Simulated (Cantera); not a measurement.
A closed system holds: 1 mol CO₂, 0.074 mol H₂, at 3523 K and 0.100 bar.

Method: chemical equilibrium by Gibbs-energy minimisation in Cantera with the NASA 1993 tables (ideal gas, pure condensed phases). Kinetics and transport are ignored.

```
species    before    after
-------  --------  -------
CO          0.484    0.486
O           0.372    0.160
O₂         0.0507    0.141
CO₂        0.0206    0.134
OH         0.0102   0.0340
H          0.0618   0.0318
H₂O      0.000349  0.00900
HO₂       1.09e-6  2.36e-5
H₂       0.000986  0.00393
```
Gas species are given as mole fractions.

Task: Name the change that produced these shifts.
A) pressure from 0.100 bar to 140 bar
B) pressure from 0.100 bar to 1.50 bar
C) temperature from 3523 K to 2398 K
D) H₂ from 0.074 to 1.7 mol

Result: B, pressure from 0.100 bar to 1.50 bar
